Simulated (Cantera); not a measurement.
Mixture: 1.72 % C3H8, 17.6 % O2, 80.7 % N2, equivalence ratio 0.49, at 8.00 bar, adiabatic and at constant volume. Ignition delay is the time to a rise of 400 K.

Computed with Cantera and GRI-Mech 3.0 (53 species, 325 reactions). GRI-Mech 3.0 was tuned for natural gas; its chemistry of propane as a main component is partial and can be far from experiment.

### Question
Predict: delay at 1198 K; delay at 1298 K; delay at 1398 K; delay at 1498 K; apparent activation energy between 1448 and 1548 K.

### Answer
```json
{
  "delay at 1198 K": "1.97 ms",
  "delay at 1298 K": "0.346 ms",
  "delay at 1398 K": "78.0 µs",
  "delay at 1498 K": "23.4 µs",
  "apparent activation energy between 1448 and 1548 K": "200 kJ/mol"
}
```
